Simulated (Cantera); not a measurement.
Mixture: CH₃OH : O₂ : N₂ = 1 : 1.97 : 7.42 (molar parts), at 0.470 bar, adiabatic and at constant volume. Ignition delay is the time to a rise of 400 K.

Computed with Cantera and GRI-Mech 3.0 (53 species, 325 reactions). GRI-Mech 3.0 was tuned for natural gas; its chemistry of methanol as a main component is partial and can be far from experiment.

Task: What does this change do: pressure from 0.470 bar to 1.80 bar?

Result: 
| quantity | before | after |
|---|---|---|
| delay at 1150 K | 46.3 ms | 14.1 ms |
| delay at 1350 K | 2.28 ms | 0.674 ms |
| delay at 1550 K | 0.286 ms | 82.5 µs |
| delay at 1750 K | 64.9 µs | 18.5 µs |
| apparent activation energy between 1650 and 1850 K | 160 kJ/mol | 170 kJ/mol |
